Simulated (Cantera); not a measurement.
## Stirred combustor or abatement burner

A perfectly stirred reactor is fed with H2 : O2 : N2 = 1 : 0.357 : 1.34 (molar parts), equivalence ratio 1.4, at 0.360 bar; it is adiabatic with a 675 K inlet, and is followed from long to short residence time, starting on the burning branch (τ in s: 0.093, 0.033, 0.011, 0.004, 0.0014, 0.00049, 0.00017, 6e-05, 2.1e-05, 7.3e-06).

Model: the H2/O2 subset of GRI-Mech 3.0, which has no nitrogen chemistry, integrated in Cantera.

```tsv
τ (s)	T (K)	x H2	x O2	x H2O	x H	x H2O2	x OH
0.093	2465	0.119	0.000690	0.291	0.0157	3.13e-8	0.00765
0.033	2433	0.118	0.000974	0.289	0.0188	3.64e-8	0.00878
0.011	2357	0.117	0.00173	0.282	0.0261	4.72e-8	0.0110
0.0040	2236	0.115	0.00316	0.273	0.0380	6.95e-8	0.0132
0.0014	2061	0.112	0.00552	0.260	0.0557	1.31e-7	0.0144
0.00049	1852	0.108	0.00871	0.248	0.0778	3.00e-7	0.0135
0.00017	1629	0.103	0.0133	0.234	0.101	7.17e-7	0.0107
6.0e-5	1406	0.115	0.0241	0.212	0.114	1.21e-6	0.00693
2.1e-5	675	0.371	0.132	<1e-12	<1e-12	<1e-12	<1e-12
7.3e-6	675	0.371	0.132	<1e-12	<1e-12	<1e-12	<1e-12
```
x: mole fraction; the columns are a selection and need not sum to one.
